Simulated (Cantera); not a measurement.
Feed: 1 mol toluene, 0.091 mol O2, 3.4 mol H2, held at 2173 K and 0.0133 bar.

These are equilibrium values from Cantera (NASA tables, ideal gas, pure condensed phases), not measurements of a reactor. Candidate condensed phases: C, C6H6, C7H8, C8H18, H2O; 110 gas species. The numbers say what is thermodynamically allowed, not how fast it happens.

Base state: H2 0.934, H 0.0404, CO 0.0235, C2H2 (acetylene) 0.00206 (mole fractions); condensed: C(graphite).

Question: What changes in the equilibrium state with this change: 0.034 mol CO2 added?

Answer: 
| species | before | after |
|---|---|---|
| H2 | 0.934 | 0.926 |
| H | 0.0404 | 0.0402 |
| CO | 0.0235 | 0.0320 |
| C2H2 (acetylene) | 0.00206 | 0.00204 |
| C(graphite), mol | 6.79 | 6.75 |

Question: What changes in the equilibrium state with this change: O2 from 0.091 to 0.15 mol?

Answer: 
| species | before | after |
|---|---|---|
| H2 | 0.934 | 0.920 |
| H | 0.0404 | 0.0401 |
| CO | 0.0235 | 0.0382 |
| C2H2 (acetylene) | 0.00206 | 0.00203 |
| C(graphite), mol | 6.79 | 6.67 |

Question: What changes in the equilibrium state with this change: pressure from 0.0133 bar to 0.570 bar?

Answer: 
| species | before | after |
|---|---|---|
| H2 | 0.934 | 0.967 |
| CO | 0.0235 | 0.0239 |
| H | 0.0404 | 0.00629 |
| CH4 | 3.24e-6 | 0.000149 |
| CH3 | 2.70e-6 | 1.86e-5 |
| C2H2 (acetylene) | 0.00206 | 0.00213 |
| C(graphite), mol | 6.79 | 6.78 |
